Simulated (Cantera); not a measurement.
An adiabatic, constant-pressure homogeneous reactor starts with CO : H2 : O2 : N2 = 1 : 0.16 : 1 : 3.76 (molar parts), equivalence ratio 0.58, at 975 K and 0.780 bar. Integrator tolerance rtol = 1e-08.

Detailed kinetics in Cantera: GRI-Mech 3.0 (53 species, 325 reactions).

Q: What does this change do: initial temperature 975 to 1150 K?

A: 
```
quantity                                                              before                                      after
---------------------------------  -----------------------------------------  -----------------------------------------
time of steepest temperature rise                                   0.944 ms                                   0.162 ms
temperature at 2.00 s                                                 2349 K                                     2439 K
equilibrium temperature                                               2349 K                                     2439 K
x(CO) at 2.00 s                        0.0113 (gas-phase equilibrium 0.0113)      0.0180 (gas-phase equilibrium 0.0180)
x(H2) at 2.00 s                    0.000308 (gas-phase equilibrium 0.000308)  0.000472 (gas-phase equilibrium 0.000472)
x(O2) at 2.00 s                        0.0769 (gas-phase equilibrium 0.0769)      0.0781 (gas-phase equilibrium 0.0781)
x(H2O2) at 2.00 s                    3.35e-8 (gas-phase equilibrium 3.35e-8)    4.01e-8 (gas-phase equilibrium 4.01e-8)
x(H2O) at 2.00 s                       0.0274 (gas-phase equilibrium 0.0274)      0.0263 (gas-phase equilibrium 0.0263)
```

Q: What does this change do: CO 1 to 2 parts?

A: 
```csv
quantity,before,after
time of steepest temperature rise,0.944 ms,1.06 ms
temperature at 2.00 s,2349 K,2606 K
equilibrium temperature,2349 K,2606 K
x(CO) at 2.00 s,0.0113 (gas-phase equilibrium 0.0113),0.0968 (gas-phase equilibrium 0.0968)
x(H2) at 2.00 s,0.000308 (gas-phase equilibrium 0.000308),0.00137 (gas-phase equilibrium 0.00137)
x(O2) at 2.00 s,0.0769 (gas-phase equilibrium 0.0769),0.0283 (gas-phase equilibrium 0.0283)
x(H2O2) at 2.00 s,3.35e-8 (gas-phase equilibrium 3.35e-8),2.71e-8 (gas-phase equilibrium 2.71e-8)
x(H2O) at 2.00 s,0.0274 (gas-phase equilibrium 0.0274),0.0208 (gas-phase equilibrium 0.0208)
```

Q: What does this change do: pressure from 0.780 bar to 1.00 bar?

A: 
```
quantity                                                              before                                      after
---------------------------------  -----------------------------------------  -----------------------------------------
time of steepest temperature rise                                   0.944 ms                                    1.12 ms
temperature at 2.00 s                                                 2349 K                                     2357 K
equilibrium temperature                                               2349 K                                     2357 K
x(CO) at 2.00 s                        0.0113 (gas-phase equilibrium 0.0113)      0.0105 (gas-phase equilibrium 0.0105)
x(H2) at 2.00 s                    0.000308 (gas-phase equilibrium 0.000308)  0.000285 (gas-phase equilibrium 0.000285)
x(O2) at 2.00 s                        0.0769 (gas-phase equilibrium 0.0769)      0.0766 (gas-phase equilibrium 0.0766)
x(H2O2) at 2.00 s                    3.35e-8 (gas-phase equilibrium 3.35e-8)    3.87e-8 (gas-phase equilibrium 3.87e-8)
x(H2O) at 2.00 s                       0.0274 (gas-phase equilibrium 0.0274)      0.0275 (gas-phase equilibrium 0.0275)
```
